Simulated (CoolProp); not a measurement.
Vapour-liquid equilibrium of carbon dioxide (1) + R123 (2) at 278.8 K; x and y are mole fractions of (1).

Computed with CoolProp (multi-fluid Helmholtz-energy mixture model, Span 1996 and Younglove 1994; pair parameters Bell 2016).

Give the bubble pressure and the first vapour's composition at x = 0.55, 0.75, 0.95. Is there an azeotrope?

x = 0.55: 1722 kPa, y = 0.982; x = 0.75: 2629 kPa, y = 0.991; x = 0.95: 3719 kPa, y = 0.998. No azeotrope shows between x = 0.05 and 0.95.

The pair parameters rest on a limited set of measurements; away from them the model extrapolates.
